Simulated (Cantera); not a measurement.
Charge: 1 mol CH3SiH3, 0.11 mol C3H8, 500 mol H2, equilibrated at 0.100 bar.

These are equilibrium values from Cantera (NASA tables, ideal gas, pure condensed phases), not measurements of a reactor. Candidate condensed phases: C, C6H6, C7H8, C8H18, Si, SiC; 87 gas species. The feed counts by its element totals alone. Gases not in the tables: Si2H6 and higher silanes. Rates play no part.

x: gas mole fraction; n: condensed amount in mol.

| T (°C) | x H2 | x H | x Si | x C2H2 (acetylene) | n C(graphite) | n SiC(s) |
|---|---|---|---|---|---|---|
| 1402 | 0.999 | 0.000367 | 5.83e-8 | 5.80e-5 | 0.210 | 1.000 |
| 1477 | 0.999 | 0.000735 | 2.86e-7 | 0.000115 | 0.168 | 1.000 |
| 1552 | 0.998 | (withheld) | (withheld) | (withheld) | (withheld) | 0.999 |
| 1627 | 0.997 | 0.00251 | 5.23e-6 | 0.000305 | 0 | 0.995 |
| 1702 | 0.995 | 0.00432 | 2.27e-5 | 0.000327 | 0 | 0.982 |
| 1777 | 0.992 | 0.00715 | 8.53e-5 | 0.000373 | 0 | 0.937 |
| 1852 | 0.988 | (withheld) | (withheld) | (withheld) | 0 | (withheld) |
| 1927 | 0.981 | 0.0176 | 0.000718 | 0.000764 | 0 | 0.500 |
| 2002 | 0.970 | 0.0264 | 0.00145 | 0.00118 | 0 | 0 |
| 2077 | 0.958 | 0.0386 | 0.00156 | 0.00120 | 0 | 0 |

Task: Some entries are withheld; supply them.

Result: 
- 1852, x H: 0.0114
- 1852, x Si: 0.000270
- 1852, x C2H2 (acetylene): 0.000491
- 1852, n SiC(s): 0.809
- 1552, x H: 0.00139
- 1552, x Si: 1.23e-6
- 1552, x C2H2 (acetylene): 0.000214
- 1552, n C(graphite): 0.0782
